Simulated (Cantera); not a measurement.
What does this Cantera script print?

```python
import numpy as np
import cantera as ct

gas_names = [...]  # 114 gases of nasa_gas.yaml made of C, Fe, H, O
cond_names = """
    C(gr) C6H6(L) C7H8(L) C8H18(L),n-octa Fe(a) Fe(c) Fe(d) Fe(L) FeC5O5(L) FeO(s) FeO(L) Fe(OH)2(s)
    Fe(OH)3(s) Fe2O3(s) Fe3O4(s) H2O(s) H2O(L)
""".split()


# ... load() reads the species with a 1 bar reference pressure and builds the phases ...
atoms = {
    'Fe3O4': {'Fe': 3, 'O': 4},
    'CO': {'C': 1, 'O': 1},
    'H2': {'H': 2},
}
top_T = {'C(gr)': 4500, 'Fe2O3(s)': 1830, 'Fe3O4(s)': 1870}  # K; cautious upper limits of use, not melting points


# ... equilibrate(T, P, feed) seeds the gas with the atoms and calls Mixture.equilibrate('TP', solver="vcs", rtol=1e-11, max_steps=5000) ...
results = []
feed = {'Fe3O4': 1, 'CO': 7.7, 'H2': 1.3}  # mol
P = 1000  # Pa
for T in [1048, 1123, 1198, 1273, 1348, 1423, 1498, 1573, 1648, 1723, 1798, 1873, 1948, 2023]:
    mix = equilibrate(T, P, feed)
    results.append((T, P, feed, dict(zip(mix.species_names, mix.species_moles))))

top = {s: max(r[3][s] / sum(r[3][g] for g in gas_names) for r in results) for s in gas_names}
cols = sorted((s for s in top if top[s] > 1e-06), key=lambda s: -top[s])[:5]
seen = [c for c in cond_names if any(r[3].get(c, 0) > 1e-12 for r in results)]
print("log10 of partial pressures in bar; condensed amounts in mol")
print(f"{'T/K':>10s}" + "".join(f"{s[:9]:>10s}" for s in cols + seen))
for T, P, feed, n in results:
    ng = sum(n[g] for g in gas_names)
    print(f"{T:10.4g}" + "".join(f"{np.log10(max(n[s] / ng * P / 1e5, 1e-99)):10.3f}" for s in cols)
          + "".join(f"{n.get(c, 0):10.4g}" for c in seen))
```

It prints:

```
log10 of partial pressures in bar; condensed amounts in mol
       T/K        CO       CO2        H2       H2O        Fe     Fe(a)     Fe(c)     Fe(d)     Fe(L)    FeO(s)    FeO(L)
      1048    -2.160    -2.784    -2.920    -3.618   -12.853    0.6956         0         0         0     2.304         0
      1123    -2.153    -2.816    -2.933    -3.557   -11.507    0.6261         0         0         0     2.374         0
      1198    -2.148    -2.842    -2.946    -3.505   -10.334         0     0.576         0         0     2.424         0
      1273    -2.143    -2.865    -2.959    -3.462    -9.303         0      0.54         0         0      2.46         0
      1348    -2.139    -2.886    -2.971    -3.426    -8.390         0    0.5086         0         0     2.491         0
      1423    -2.136    -2.905    -2.982    -3.396    -7.574         0    0.4809         0         0     2.519         0
      1498    -2.133    -2.924    -2.992    -3.371    -6.842         0    0.4561         0         0     2.544         0
      1573    -2.130    -2.941    -3.001    -3.350    -6.182         0    0.4332         0         0     2.566         0
      1648    -2.128    -2.957    -3.010    -3.333    -5.584         0     0.411         0         0     2.587         0
      1723    -2.122    -3.000    -3.008    -3.340    -5.040         0         0    0.3062         0         0     2.686
      1798    -2.118    -3.041    -3.007    -3.348    -4.543         0         0    0.2018         0         0     2.772
      1873    -2.118    -3.069    -3.012    -3.349    -4.102         0         0         0     0.111         0     2.817
      1948    -2.122    -3.083    -3.026    -3.344    -3.713         0         0         0         0         0      2.82
      2023    -2.138    -3.032    -3.071    -3.296    -3.429         0         0         0         0         0     2.646
```

Method: chemical equilibrium by Gibbs-energy minimisation in Cantera with the NASA 1993 tables (ideal gas, pure condensed phases). Each liquid is taken as pure. Mutual solubility and eutectic melting of coexisting phases are not modelled. The tables' stoichiometric FeO is somewhat more stable than real wüstite, so its field is too wide. FeO: taken at fixed stoichiometry.
